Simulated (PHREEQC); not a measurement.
**Hard or scaling water (model solution)**

Make-up at 20 °C: 3.9 mmol/kgw BaCl2 and 6.1 mmol/kgw NaF. Closed to the air; pH follows from the charge balance.

Computed with PHREEQC (ion-association model, wateq4f.dat).

```json
{
 "pH": "7.52",
 "ionic_strength": "0.0178 mol/kgw"
}
```

```json
[
 {"species": "Cl-", "molality": "0.00780", "activity": "0.00682", "log γ": "-0.058"},
 {"species": "Na+", "molality": "0.00608", "activity": "0.00535", "log γ": "-0.056"},
 {"species": "F-", "molality": "0.00608", "activity": "0.00532", "log γ": "-0.058"},
 {"species": "Ba+2", "molality": "0.00390", "activity": "0.00234", "log γ": "-0.221"},
 {"species": "NaF", "molality": "1.63e-5", "activity": "1.64e-5", "log γ": "0.002"},
 {"species": "OH-", "molality": "2.56e-7", "activity": "2.24e-7", "log γ": "-0.058"},
 {"species": "HF", "molality": "2.20e-7", "activity": "2.21e-7", "log γ": "0.002"},
 {"species": "H+", "molality": "3.39e-8", "activity": "3.03e-8", "log γ": "-0.048"}
]
```

Precipitation was switched off in this run.
